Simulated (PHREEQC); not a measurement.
Model water analysis in mg/L, 51 °C, pH 6.2, pe 8.8:

```csv
constituent,mg/L
Na,1.83
K,0.549
Ca,4.61
Mg,0.48
Cl,8.26
S(6) as SO4,3.02
Alkalinity as HCO3,4.59
N(5) as NO3,0.183
Pb,0.212
Si as SiO2,0.332
```

Valence states are taken as typed.

All values are PHREEQC results (ion-association model, phreeqc.dat), not measurements.

```
quantity                  before     after
-----------------------  -------  --------
CO2 (mol/kgw)            8.93e-5  0.000180
Pb+2 (mol/kgw)           8.30e-7   8.83e-7
CaSO4 (mol/kgw)          5.97e-7   5.97e-7
MgSO4 (mol/kgw)          2.08e-7   2.08e-7
CaHCO3+ (mol/kgw)        1.25e-7   1.26e-7
PbCO3 (mol/kgw)          1.01e-7   5.46e-8
SI of Pb(OH)2 (Pb(OH)2)    -1.06     -1.63
SI of Cerussite (PbCO3)    -1.39     -1.66
```

Task: What was changed between the two runs?
(A) pH from 6.2 to 6.5 at the same alkalinity
(B) pH from 6.2 to 5.9 at the same alkalinity
(C) temperature from 51 to 10 °C at the same typed pH
(D) Na from 1.83 to 3.66 mg/L

Result: B, pH from 6.2 to 5.9 at the same alkalinity

No solid was allowed to form. Constants without temperature data keep their 25 °C values here.
